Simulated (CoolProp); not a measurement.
Vapour-liquid equilibrium of fluoroethane (R161) (1) + R1234yf (2) at 284.4 K; x and y are mole fractions of (1).

The numbers come from the multi-fluid Helmholtz-energy mixture model, Wu 2012 and Lemmon 2022; pair parameters Bell 2016 in CoolProp.

### Question
Give the bubble pressure and the first vapour's composition at x = 0.35, 0.55, 0.75. Is there an azeotrope?

### Answer
x = 0.35: 5.275 bar, y = 0.422; x = 0.55: 5.629 bar, y = 0.615; x = 0.75: 5.930 bar, y = 0.789. No azeotrope shows between x = 0.05 and 0.95.

The pair parameters rest on a limited set of measurements; away from them the model extrapolates.
